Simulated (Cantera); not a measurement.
Charge: 1 mol MgO, 0.37 mol N₂, equilibrated at 0.000160 bar.

Cantera equilibrium calculation (NASA polynomials, part measured and part estimated; ideal gas, pure solids and liquids). Candidate condensed phases: Mg, MgO; 13 gas species. Equilibrium is a limit: real reactors are often held back by kinetics, nucleation or transport.

### Question
At 1923 K, list the 6 most abundant gas species with their mole fractions, and the condensed phases.

### Answer
N₂ 0.988, Mg 0.00739, O₂ 0.00259, O 0.00146, NO 0.000764, MgO 2.67e-5. Condensed: MgO(s).
